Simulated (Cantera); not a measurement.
Equilibrium for carbon deposition, reforming and gasification: C2H6 + NH3 + H2

Feed: 1 mol C2H6, 0.46 mol NH3, 1.1 mol H2, at 675 °C and 0.570 bar.

These are equilibrium values from Cantera (NASA tables, ideal gas, pure condensed phases), not measurements of a reactor. Candidate condensed phases: C, C6H6, C7H8, C8H18; 92 gas species. The numbers say what is thermodynamically allowed, not how fast it happens.

- x(H2): 0.876
- x(CH4): 0.0750
- x(N2): 0.0492
- x(NH3): 8.67e-5
- n(C(graphite)): 1.65 mol
- gas amount: 4.669 mol
